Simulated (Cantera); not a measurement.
## Dilute partial oxidation

A perfectly stirred reactor is fed with CH4 : O2 : N2 = 0.029 : 0.0058 : 1 (molar parts), at 3750 Torr; it is held at 1373 K, and followed from long to short residence time.

Model: GRI-Mech 3.0 (53 species, 325 reactions), integrated in Cantera. GRI-Mech 3.0 stops at C3 and has no aromatics, soot or wall deposition, so with more carbon than oxygen in the feed, carbon stays in small species such as C2H2 where larger ones or solid carbon would form.

| τ (s) | x CH4 | x O2 | x CH2 | x HCN | x NO |
|---|---|---|---|---|---|
| 0.44 | 0.0213 | 0.00149 | 1.01e-9 | 6.32e-10 | 1.83e-10 |
| 0.25 | 0.0225 | 0.00226 | 1.02e-9 | 3.02e-10 | 1.53e-10 |
| 0.14 | 0.0241 | 0.00337 | 8.15e-10 | 9.02e-11 | 8.51e-11 |
| 0.078 | 0.0260 | 0.00461 | 3.70e-10 | 1.00e-11 | 1.89e-11 |
| 0.043 | 0.0272 | 0.00526 | 1.07e-10 | <1e-12 | 2.40e-12 |
| 0.024 | 0.0277 | 0.00547 | 3.54e-11 | <1e-12 | <1e-12 |
| 0.014 | 0.0279 | 0.00555 | 1.68e-11 | <1e-12 | <1e-12 |
| 0.0076 | 0.0279 | 0.00558 | 9.45e-12 | <1e-12 | <1e-12 |
x: mole fraction; the columns are a selection and need not sum to one.
